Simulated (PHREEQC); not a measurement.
Solution (30 °C): 0.0087 mol CdCl2, 0.025 mol KCl and 3.3e-05 mol HCl per kg of water. Closed to the air; pH follows from the charge balance.

The numbers come from PHREEQC with the ion-association model, phreeqc.dat.

Precipitation was switched off in this run.

Question: Predict the pH, ionic strength.

Answer: pH 4.54; ionic strength 0.0393 mol/kgw.

Question: In which forms is Cl present?

Answer: Cl- 85 %, CdCl+ 12 %, CdCl2 2.5 % of the Cl.
